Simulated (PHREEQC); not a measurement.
0.2 g of hydrous ferric oxide (600 m²/g; 0.2 weak and 0.005 strong sites per Fe, Dzombak-Morel constants, diffuse double layer) in 1 kg of water with 0.3 mol/kgw of an inert sodium salt and 0.00099 mol Ag2SO4, at 25 °C; the pH is set by adding NaOH or the inert anion's acid. Oxygen alone is held at its pressure in air (log pO2 = -0.68). The system is closed to CO2. Nothing may precipitate in this run.

Model: ion-association model, wateq4f.dat, run in PHREEQC.

| pH | S sorbed (%) | Ag sorbed (%) | surface charge σ (C/m²) | surface potential ψ (mV) |
|---|---|---|---|---|
| 4 | 12.5 | 0.0 | 0.164 | 85 |
| 4.5 | 12.0 | 0.0 | 0.160 | 84 |
| 5 | 10.7 | 0.1 | 0.150 | 81 |
| 5.5 | 8.4 | 0.4 | 0.134 | 76 |
| 6 | 5.6 | 0.6 | 0.111 | 68 |
| 6.5 | 2.9 | 0.8 | 0.086 | 57 |
| 7 | 1.0 | 1.6 | 0.059 | 42 |
| 7.5 | 0.2 | 3.8 | ? | 24 |
| 8 | 0.0 | 8.2 | ? | 4 |
| 8.5 | 0.0 | 14.1 | ? | -12 |
| 9 | 0.0 | 18.4 | -0.025 | -19 |
| 9.5 | 0.0 | 20.4 | -0.028 | -21 |
| 10 | 0.0 | 21.1 | -0.029 | -22 |

Q: Some entries are withheld; supply them.

A: 
- 7.5, surface charge σ (C/m²): 0.031
- 8, surface charge σ (C/m²): 0.005
- 8.5, surface charge σ (C/m²): -0.015

Along this series the solution becomes supersaturated in solids that the run did not let form, among them Ag2O.
